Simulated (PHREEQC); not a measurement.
Model water analysis in mg/kgw, 25 °C, pH 6.93, pe 11.2: Na 0.00978; K 0.0335; Ca 0.0107; Mg 0.00661; Cl 0.0243; S(6) as SO4 0.0231; Alkalinity as HCO3 0.073; Cd 0.0082.

Valence states are taken as typed.

Equilibrium calculation in PHREEQC: ion-association model, phreeqc.dat.

Precipitation was switched off in this run.

### Question
What charge-balance error does the model give?

### Answer
charge-balance error 2.8 %.

### Question
In which forms is C present?

### Answer
HCO3- 79 %, CO2 21 % of the C.

Species that the database lacks are ignored.
